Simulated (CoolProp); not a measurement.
Vapour-liquid equilibrium of n-octane (1) + n-dodecane (2) at 514.3 K; x and y are mole fractions of (1).

Computed with CoolProp (multi-fluid Helmholtz-energy mixture model, Beckmüller 2019 and Lemmon 2004; pair parameters Bell 2016).

```csv
x,"bubble pressure, mixture model (MPa)","bubble pressure, Raoult's law (MPa)","y, mixture model","y, Raoult's law"
0.05,0.2114,0.2240,0.187,0.250
0.125,0.2654,0.2948,0.384,0.475
0.2,0.3221,0.3656,0.521,0.613
0.275,0.3816,0.4363,0.622,0.706
0.35,0.4440,0.5071,0.699,0.773
0.425,0.5093,0.5778,0.760,0.824
0.5,0.5776,0.6486,0.809,0.864
0.575,0.6489,0.7194,0.850,0.896
0.65,0.7234,0.7901,0.885,0.922
0.725,0.8012,0.8609,0.915,0.944
0.8,0.8824,0.9317,0.941,0.962
0.875,0.9676,1.002,0.964,0.978
0.95,1.057,1.073,0.986,0.992
```

The largest gap from Raoult's law is -12.5 % in bubble pressure, at x = 0.275. No azeotrope shows between x = 0.05 and 0.95.

The pair parameters rest on a limited set of measurements; away from them the model extrapolates.
